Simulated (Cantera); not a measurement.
Mixture: 25.1 % H2, 15.7 % O2, 59.2 % N2, equivalence ratio 0.80, at 91000 Pa, adiabatic and at constant pressure. Ignition delay is the time to a rise of 400 K.

Computed with Cantera and GRI-Mech 3.0 (53 species, 325 reactions). Where the delays flatten at high temperature, the 400 K rule measures the pace of heat release, not the induction time.

### Question
Predict: delay at 1175 K; delay at 1275 K; delay at 1375 K; delay at 1475 K; delay at 1575 K.

### Answer
* **delay at 1175 K**: 59.7 µs
* **delay at 1275 K**: 37.8 µs
* **delay at 1375 K**: 27.8 µs
* **delay at 1475 K**: 22.9 µs
* **delay at 1575 K**: 20.9 µs
